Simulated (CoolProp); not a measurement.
The numbers come from the reference Helmholtz-energy equation of state, McLinden 2015 in CoolProp.

**Question.** For the fluoroketone C6F12O (FK-5-1-12), give the phase and the density (kg/m³), cv (kJ/(kg K)), expansivity (1/kK), fugacity coefficient at 98.35 °C and 1.33 MPa; 114.45 °C and 1.33 MPa.

**Answer.** 
- 98.35 °C and 1.33 MPa: liquid; density 1360, cv 0.946, expansivity 3.02, fugacity coefficient 0.294
- 114.45 °C and 1.33 MPa: liquid; density 1290, cv 0.965, expansivity 3.69, fugacity coefficient 0.405
